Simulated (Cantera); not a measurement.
Feed: 1 mol SiC, 0.048 mol H2O, a varied amount of N2, equilibrated at 2150 K and 1300 Pa.

Equilibrium computed with Cantera from the NASA thermochemical tables; the gas is ideal and each condensed phase is pure. Candidate condensed phases: C, C6H6, C7H8, C8H18, H2O, Si, SiC, SiO2, Si2N2O, Si3N4; 151 gas species. Rates play no part.

Question: Which condensed phases are stable at each of these points (n(N2) (mol)): 94, 130, 180, 240, 340, 460, 640, 880?

Answer: 
```csv
n(N2) (mol),condensed phases,Si condensed (%)
94,C(graphite) + SiC(s),81.9
130,C(graphite) + SiC(s),75.0
180,C(graphite) + SiC(s),65.4
240,C(graphite) + SiC(s),53.9
340,C(graphite) + SiC(s),34.8
460,C(graphite) + SiC(s),11.8
640,C(graphite),0.0
880,C(graphite),0.0
```

From 94 mol N2 to 460 mol N2 the condensed part is C(graphite) + SiC(s). From 640 mol N2 to 880 mol N2 the condensed part is C(graphite).
